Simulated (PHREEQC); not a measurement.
Make-up at 25 °C: 0.012 mol HF, 8.3e-05 mol KF, 1.4e-05 mol H4SiO4 and 5.5e-05 mol HCl per kg of water. Closed to the air; pH follows from the charge balance.

Computed with PHREEQC (ion-association model, phreeqc.dat).

Task: The ionic strength comes out as 0.00277 mol/kgw. What activity coefficients do HF2-, SiF6-2, F-, Cl-, H+ get?

Result: HF2- 0.94, SiF6-2 0.80, F- 0.94, Cl- 0.94, H+ 0.95.

No solid was allowed to form. Complexes and solids missing from the database can't appear. SiF6-2 is the database's only silicon fluoride.
